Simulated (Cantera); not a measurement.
Charge: 1 mol SiC, 0.071 mol H₂O, 900 mol H₂, held at 1.00 Pa.

Equilibrium computed with Cantera from the NASA thermochemical tables; the gas is ideal and each condensed phase is pure. Candidate condensed phases: C, C₆H₆, C₇H₈, C₈H₁₈, H₂O, Si, SiC, SiO₂; 123 gas species. Rates play no part. All values below are at 1475 °C.

Base state: H₂ 0.929, H 0.0696, Si 0.00105, C₂H₂ (acetylene) 0.000105, CO 7.59e-5, SiC₂ 1.12e-5 (mole fractions); condensed: C(graphite).

**Question.** What changes in the equilibrium state with this change: pressure from 1.00 Pa to 280000 Pa?

**Answer.** 
| species | before | after |
|---|---|---|
| H₂ | 0.929 | 1.000 |
| H | 0.0696 | 0.000137 |
| CH₄ | 7.94e-9 | 7.27e-5 |
| Si | 0.00105 | 3.47e-7 |
| SiO | 1.38e-7 | 6.72e-5 |
| SiC₂ | 1.12e-5 | <1e-9 |
| C₂H₂ (acetylene) | 0.000105 | 9.01e-8 |
| SiH₂ | 1.37e-7 | 1.37e-5 |
| CO | 7.59e-5 | 1.13e-5 |
| C(graphite), mol | 0.709 | 0 |
| SiC(s), mol | 0 | 0.924 |
Gases not in the tables: Si₂H₆ and higher silanes.

**Question.** What changes in the equilibrium state with this change: SiC replaced by Si?

**Answer.** 
| species | before | after |
|---|---|---|
| H₂ | 0.929 | 0.929 |
| H | 0.0696 | 0.0697 |
| Si | 0.00105 | 0.000991 |
| C₂H₂ (acetylene) | 0.000105 | 0 |
| SiO | 1.38e-7 | 7.61e-5 |
| CO | 7.59e-5 | 0 |
| SiC₂ | 1.12e-5 | 0 |
| C(graphite), mol | 0.709 | 0 |
